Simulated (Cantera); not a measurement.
## Premixed flame

A freely propagating, adiabatic, planar premixed flame of CH4 : H2 : O2 : N2 = 1 : 0.034 : 1.34 : 5.06 (molar parts), equivalence ratio 1.5, unburnt at 375 K and 7.80 atm; mixture-averaged transport, grid criteria slope 0.08 and curve 0.16, no radiation.

Computed with Cantera and GRI-Mech 3.0 (53 species, 325 reactions). Burning velocities carry a grid error of a few per cent, more on coarse grids.

```
z (mm)   T (K)  u (m/s)    x CH4     x H2      x O2    x CH2O    x NO2    x C2H6
-------  -----  -------  -------  -------  --------  --------  -------  --------
-0.766     376   0.0902    0.134  0.00769     0.180   3.93e-7    <1e-8   1.13e-7
-0.510     385   0.0926    0.133   0.0121     0.178   3.85e-6    <1e-8   1.21e-6
-0.383     418    0.101    0.130   0.0176     0.175   2.62e-5    <1e-8   9.09e-6
-0.255     566    0.139    0.118   0.0268     0.163  0.000195  3.42e-8   7.78e-5
-0.128    1050    0.263   0.0818   0.0386     0.115   0.00115  1.10e-7  0.000581
-0.0638   1432    0.363   0.0508   0.0446    0.0713   0.00135  3.83e-8   0.00108
0         1767    0.452   0.0232   0.0499    0.0288  0.000397    <1e-8  0.000544
0.0638    1921    0.493   0.0116   0.0535   0.00894   9.77e-5    <1e-8  0.000101
0.128     1968    0.506  0.00804   0.0562   0.00304   3.79e-5    <1e-8   2.83e-5
0.255     1986    0.511  0.00568   0.0604  0.000524   1.34e-5    <1e-8   7.08e-6
0.510     1983    0.511  0.00394   0.0655   3.42e-5   6.46e-6    <1e-8   2.47e-6
1.02      1976    0.510  0.00262   0.0710   3.05e-7   3.69e-6    <1e-8   9.87e-7
2.04      1969    0.510  0.00167   0.0762   3.03e-8   2.02e-6    <1e-8   3.71e-7
```
x: mole fraction of selected species; z is measured from the peak of heat release.

```json
{
  "laminar_burning_velocity": "8.96 cm/s",
  "thermal_thickness": "0.255 mm",
  "peak x(CH2O)": "0.00148",
  "peak x(C2H6)": "0.00109",
  "grid_points": "113"
}
```
